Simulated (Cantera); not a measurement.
Feed: 1 mol SiO₂, 53 mol HCl, 0.5 mol H₂, held at 1375 K and 0.000610 bar.

Equilibrium computed with Cantera from the NASA thermochemical tables; the gas is ideal and each condensed phase is pure. The tables hold silica as quartz up to 1696 K and as liquid above; real silica turns to tridymite and cristobalite and melts near 1996 K. Kinetics and transport are ignored.

| species | before | after |
|---|---|---|
| HCl | 0.989 | 0.907 |
| Cl | 0.00114 | 0.0501 |
| H₂ | 0.00989 | 0.0258 |
| SiO | 6.97e-6 | 0.00740 |
| OH | 1.92e-9 | 3.28e-5 |
| SiCl₄ | 2.79e-5 | 2.34e-8 |
| H | 1.38e-5 | 0.00185 |
| H₂O | 7.65e-5 | 0.00737 |
| Cl₂ | 1.46e-6 | 1.98e-5 |
| SiO₂(β-quartz), mol | 0.998 | 0 |
| SiO₂(condensed), mol | 0 | 0.590 |
Gas species are given as mole fractions.

What was changed between the two runs?
(A) temperature from 1375 K to 1823 K
(B) temperature from 1375 K to 825 K
(C) H₂ from 0.5 to 18 mol
(D) temperature from 1375 K to 1773.15 K

D, temperature from 1375 K to 1773.15 K
